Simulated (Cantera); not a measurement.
A closed system holds: 1 mol Al2O3, 0.033 mol HCl, 0.92 mol H2, held at 427 °C and 1800 Torr.

Equilibrium computed with Cantera from the NASA thermochemical tables; the gas is ideal and each condensed phase is pure. Candidate condensed phases: Al, AlCl3, Al2O3, H2O; 29 gas species. Condensed phases not in the tables: AlOCl. Kinetics and transport are ignored.

Base state: H2 0.965, HCl 0.0346 (mole fractions); condensed: Al2O3(s).

Question: What changes in the equilibrium state with this change: Al2O3 replaced by Al?

Answer: 
| species | before | after |
|---|---|---|
| H2 | 0.965 | 0.991 |
| AlCl3 | 2.60e-7 | 0.00546 |
| Al2Cl6 | <1e-9 | 0.00309 |
| HCl | 0.0346 | 7.33e-8 |
| Al2O3(s), mol | 1.00 | 0 |
| Al(s), mol | 0 | 0.989 |
